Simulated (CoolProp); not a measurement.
A closed Brayton cycle with nitrogen: compressor inlet 329.15 K and 1.9 MPa, high pressure 6.42 MPa, turbine inlet 965 K, compressor efficiency 0.8, turbine efficiency 0.85, recuperator effectiveness 0.9 (on enthalpy, no pinch check). Each further row changes one setting.

Model: reference Helmholtz-energy equation of state, Span 2000, in CoolProp.

| case | thermal efficiency (%) | net work (kJ/kg) | compressor to turbine work | compressor exit (K) | turbine exit (K) |
|---|---|---|---|---|---|
| as stated | 27.1 | 77.4 | 0.70 | 500.3 | 741.1 |
| turbine inlet 915 K | ? | ? | 0.74 | 500.3 | ? |
| compressor inlet 339.15 K | 25.4 | ? | ? | 515.3 | 741.1 |
| high pressure 5.46 MPa | ? | 75.5 | ? | 474.1 | 767.5 |
| recuperator effectiveness 0.5 | 19.9 | 77.4 | 0.70 | 500.3 | 741.1 |

Q: Complete the blanks.

A: 
- turbine inlet 915 K, thermal efficiency (%): 23.9
- turbine inlet 915 K, net work (kJ/kg): 63.8
- turbine inlet 915 K, turbine exit (K): 701.0
- compressor inlet 339.15 K, net work (kJ/kg): 71.8
- compressor inlet 339.15 K, compressor to turbine work: 0.72
- high pressure 5.46 MPa, thermal efficiency (%): 28.9
- high pressure 5.46 MPa, compressor to turbine work: 0.67
